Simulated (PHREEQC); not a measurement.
Make-up at 25 °C and 500 atm: 0.0013 mol/kgw HCl and 0.0061 mol/kgw MnSO4. Closed to the air; pH follows from the charge balance.

The numbers come from PHREEQC with the ion-association model, phreeqc.dat.

```json
[
 {"quantity": "pH", "before": "3.00", "after": "3.92"},
 {"quantity": "ionic strength (mol/kgw)", "before": "0.0217", "after": "0.00247"},
 {"quantity": "Mn+2 (mol/kgw)", "before": "0.00518", "after": "0.000587"},
 {"quantity": "MnOH+ (mol/kgw)", "before": "9.45e-11", "after": "1.08e-10"}
]
```

### Question
Which change was made?
(A) temperature from 25 to 85 °C
(B) 0.00055 mol/kgw Li2SO4 added
(C) diluted 10-fold with water
(D) HCl from 0.0013 to 0.00013 mol/kgw
(E) MnSO4 replaced by MnCl2 at the same molality

### Answer
C, diluted 10-fold with water

Precipitation was switched off in this run. Under pressure, the constants of complexes without a molar volume in the database are unreliable.
